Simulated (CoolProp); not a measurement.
Vapour-liquid equilibrium of R22 (1) + R113 (2) at 0.528 MPa; x and y are mole fractions of (1).

Computed with CoolProp (multi-fluid Helmholtz-energy mixture model, Kamei 1995 and Marx 1992; pair parameters Bell 2016).

### Question
Give the bubble temperature and the first vapour's composition at x = 0.05, 0.2, 0.575. Is there an azeotrope?

### Answer
x = 0.05: 364.8 K, y = 0.325; x = 0.2: 327.2 K, y = 0.783; x = 0.575: 290.6 K, y = 0.963. No azeotrope shows between x = 0.05 and 0.95.

The pair parameters rest on a limited set of measurements; away from them the model extrapolates. The gap from Raoult's law changes sign with composition, which may be real or a fault of the pair parameters; it wasn't checked against measurements.
